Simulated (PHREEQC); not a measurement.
A solution holds 0.0026 mol NH4HF2 and 0.066 mol H2SiF6 per kg of water, at 20 °C. Closed to the air; pH follows from the charge balance.

All values are PHREEQC results (ion-association model, phreeqc.dat), not measurements.

No solid was allowed to form.

Problem. Predict the pH, density.

Solution. pH 0.99; density 1.005 g/cm³.

Problem. In which forms is F present?

Solution. SiF6-2 98 %, HF 2.3 % of the F.

Examples of supersaturated solids here: Quartz (slow to form), Chalcedony (slow to form). Others may be too. SiF6-2 is the database's only silicon fluoride.
